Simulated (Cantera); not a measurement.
Charge: 1 mol SiH₄, 0.59 mol N₂O, 11 mol N₂, at 1027 °C and 0.100 bar.

These are equilibrium values from Cantera (NASA tables, ideal gas, pure condensed phases), not measurements of a reactor. Candidate condensed phases: H₂O, Si, SiO₂, Si₂N₂O, Si₃N₄; 35 gas species. Mutual solubility and eutectic melting of coexisting phases are not modelled. The tables hold silica as quartz up to 1696 K and as liquid above; real silica turns to tridymite and cristobalite and melts near 1996 K. Equilibrium is a limit: real reactors are often held back by kinetics, nucleation or transport.

Task: What is the equilibrium state?

Result: 
| Quantity | Result |
|---|---|
| x(N₂) | 0.848 |
| x(H₂) | 0.152 |
| x(H₂O) | 3.15e-5 |
| x(H) | 1.37e-6 |
| n(SiO₂(β-quartz)) | 0.0597 mol |
| n(Si₂N₂O(s)) | 0.470 mol |
| gas amount | 13.12 mol |
| log10 activity of Si(s) (absent) | -5.75 |
